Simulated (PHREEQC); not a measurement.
Consider water at 55 °C with 6e-05 mol/kgw NH3 and 1.2e-05 mol/kgw K2SiO3. Closed to the air; pH follows from the charge balance.

Computed with PHREEQC (ion-association model, phreeqc.dat).

This is a speciation only: nothing precipitates in the calculation.

Q: Predict the pH, ionic strength.

A: pH 8.75; ionic strength 4.31e-5 mol/kgw.

Q: In which forms is Si present?

A: H4SiO4 84 %, H3SiO4- 16 % of the Si.

Constants without temperature data keep their 25 °C values here.
